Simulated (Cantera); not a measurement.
An isothermal, constant-pressure homogeneous reactor starts with 57.4 % N2O, 0.132 % H2, 42.5 % N2, at 1475 K and 10.00 Torr.

Computed with Cantera and GRI-Mech 3.0 (53 species, 325 reactions). GRI-Mech 3.0 was tuned for natural gas; its chemistry of N2O as a main component is partial and can be far from experiment. Radical loss at walls, strong at low pressure, is not modelled. The temperature is held fixed by assumption; the heat of reaction is taken as removed at once.

Task: Predict: x(N2O) at 40.0 s; x(H2) at 40.0 s; x(O) at 40.0 s; x(NO) at 40.0 s; x(H) at 40.0 s; x(O2) at 40.0 s; x(HO2) at 40.0 s.

Result: 
* **x(N2O) at 40.0 s**: 2.57e-6 (gas-phase equilibrium 7.85e-9)
* **x(H2) at 40.0 s**: 2.89e-8 (gas-phase equilibrium 2.53e-8)
* **x(O) at 40.0 s**: 1.05e-5 (gas-phase equilibrium 1.18e-5)
* **x(NO) at 40.0 s**: 0.0982 (gas-phase equilibrium 0.00111)
* **x(H) at 40.0 s**: 1.94e-8 (gas-phase equilibrium 1.80e-8)
* **x(O2) at 40.0 s**: 0.173 (gas-phase equilibrium 0.222)
* **x(HO2) at 40.0 s**: 4.80e-9 (gas-phase equilibrium 5.78e-9)
